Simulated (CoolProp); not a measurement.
Saturation properties of acetone.

Computed with CoolProp (reference Helmholtz-energy equation of state, Lemmon 2006). It is a short technical equation, of lower accuracy than the large ones.

| T (K) | p (kPa) | vapour density (kg/m³) | enthalpy of vaporisation (kJ/kg) | liquid cp (kJ/(kg K)) | surface tension (mN/m) |
|---|---|---|---|---|---|
| 242 | 1.384 | 0.04011 | 588.5 | ___ | 29.9 |
| 254.6 | 3.196 | 0.08824 | ___ | 2.056 | 28.3 |
| 267.3 | 6.766 | 0.1786 | 564.5 | 2.077 | 26.6 |
| 279.9 | 13.16 | 0.3336 | ___ | 2.102 | 25.0 |
| 292.6 | 24.06 | 0.5873 | ___ | 2.130 | 23.4 |
| 305.3 | 41.47 | ___ | 526.9 | ___ | 21.8 |
| 317.9 | 67.69 | 1.551 | 513.7 | 2.196 | 20.2 |
| 330.6 | 106.2 | 2.370 | 499.9 | 2.234 | 18.7 |
| 343.2 | 159.8 | 3.491 | 485.6 | 2.275 | 17.2 |
| 355.9 | 233.3 | 5.009 | 470.5 | 2.320 | 15.6 |
| 368.5 | 329.8 | 6.993 | 454.8 | 2.370 | 14.1 |
| 381.2 | 455.7 | 9.587 | 437.9 | 2.425 | 12.7 |
| 393.8 | 613.9 | 12.89 | 420.0 | ___ | 11.2 |

### Question
Fill in the missing entries.

### Answer

- 242, liquid cp (kJ/(kg K)): 2.039
- 254.6, enthalpy of vaporisation (kJ/kg): 576.6
- 279.9, enthalpy of vaporisation (kJ/kg): 552.3
- 292.6, enthalpy of vaporisation (kJ/kg): 539.8
- 305.3, vapour density (kg/m³): 0.9786
- 305.3, liquid cp (kJ/(kg K)): 2.161
- 393.8, liquid cp (kJ/(kg K)): 2.486

It boils at 329.2 K under 1 atm.

Surface tension comes from a separate correlation (Mulero 2012).
